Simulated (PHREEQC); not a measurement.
A solution holds 0.0045 mol HF and 0.037 mol MnSO4 per kg of water, at 25 °C. Closed to the air; pH follows from the charge balance.

All values are PHREEQC results (ion-association model, wateq4f.dat), not measurements.

```
quantity                   before    after
------------------------  -------  -------
pH                           3.01     3.12
ionic strength (mol/kgw)   0.0924   0.0832
Mn+2 (mol/kgw)             0.0230   0.0208
SO4-2 (mol/kgw)            0.0221   0.0198
MnSO4 (mol/kgw)            0.0139   0.0161
HSO4- (mol/kgw)           0.00103  0.00114
```

Problem. What was changed between the two runs?
(A) temperature from 25 to 45 °C
(B) MnSO4 from 0.037 to 0.0074 mol/kgw
(C) HF left out
(D) diluted 100-fold with water
(E) temperature from 25 to 75 °C

Solution. A, temperature from 25 to 45 °C

Precipitation was switched off in this run. Away from 25 °C the constants follow the database's enthalpies or fits; those with neither stay at their 25 °C values.
